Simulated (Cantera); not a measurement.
What does this Cantera script print?

```python
import numpy as np
import cantera as ct

gas = ct.Solution("gri30.yaml")
gas.TPX = 775, 100000, {'CH4': 1, 'CO': 0.21, 'O2': 1.91, 'N2': 7.2}
inlet = ct.Reservoir(gas, clone=True)
gas.equilibrate("HP")  # start burning
reactor = ct.IdealGasConstPressureReactor(gas, energy="on", clone=False)
exhaust = ct.Reservoir(gas, clone=True)
tau = [0.058, 0.029, 0.014, 0.0071, 0.0035, 0.0018, 0.00087, 0.00043, 0.00022, 0.00011, 5.3e-05, 2.6e-05, 1.3e-05][0]
for a, b in ((inlet, reactor), (reactor, exhaust)):
    ct.MassFlowController(a, b, mdot=lambda t: reactor.mass / tau)
net = ct.ReactorNet([reactor])
show = ['CH4', 'CO', 'O2', 'NO2', 'H2', 'CH3', 'OH']

rows = []
print(f"{'tau/s':>10s}{'T/K':>9s}" + "".join(f"{s:>11s}" for s in show))
for tau in [0.058, 0.029, 0.014, 0.0071, 0.0035, 0.0018, 0.00087, 0.00043, 0.00022, 0.00011, 5.3e-05, 2.6e-05, 1.3e-05]:
    net.initial_time = 0.0
    net.advance(30 * tau)
    before = gas.X
    net.advance(40 * tau)
    drift = np.max(np.abs(gas.X - before) / (gas.X + 1e-9))
    rows.append([gas.T, *gas[show].X, drift])
    print(f"{tau:10.3e}{gas.T:9.1f}" + "".join(f"{x:11.3e}" for x in gas[show].X))
```

Result:

```
     tau/s      T/K        CH4         CO         O2        NO2         H2        CH3         OH
 5.800e-02   2456.2  2.333e-06  3.768e-02  4.624e-03  2.968e-07  1.377e-02  1.733e-06  6.726e-03
 2.900e-02   2448.7  4.363e-06  3.811e-02  5.064e-03  2.564e-07  1.400e-02  3.206e-06  7.027e-03
 1.400e-02   2434.4  8.123e-06  3.894e-02  5.819e-03  2.036e-07  1.445e-02  5.850e-06  7.524e-03
 7.100e-03   2412.3  1.401e-05  4.016e-02  6.876e-03  1.517e-07  1.515e-02  9.793e-06  8.176e-03
 3.500e-03   2378.5  2.410e-05  4.195e-02  8.384e-03  1.026e-07  1.622e-02  1.611e-05  9.022e-03
 1.800e-03   2336.5  3.989e-05  4.401e-02  1.015e-02  6.627e-08  1.752e-02  2.524e-05  9.880e-03
 8.700e-04   2281.8  7.030e-05  4.651e-02  1.237e-02  3.938e-08  1.913e-02  4.142e-05  1.073e-02
 4.300e-04   2223.8  1.261e-04  4.905e-02  1.474e-02  2.389e-08  2.071e-02  6.882e-05  1.130e-02
 2.200e-04   2167.7  2.301e-04  5.171e-02  1.729e-02  1.541e-08  2.207e-02  1.164e-04  1.151e-02
 1.100e-04   2110.3  4.585e-04  5.531e-02  2.067e-02  1.027e-08  2.322e-02  2.141e-04  1.122e-02
 5.300e-05   2044.1  1.085e-03  6.166e-02  2.675e-02  6.922e-09  2.434e-02  4.612e-04  9.968e-03
 2.600e-05    775.0  9.690e-02  2.035e-02  1.851e-01 -2.143e-20 -4.363e-16  2.574e-13  4.022e-15
 1.300e-05    775.0  9.690e-02  2.035e-02  1.851e-01  1.668e-25  1.976e-16  1.097e-13  3.121e-15
```

Computed with Cantera and GRI-Mech 3.0 (53 species, 325 reactions).
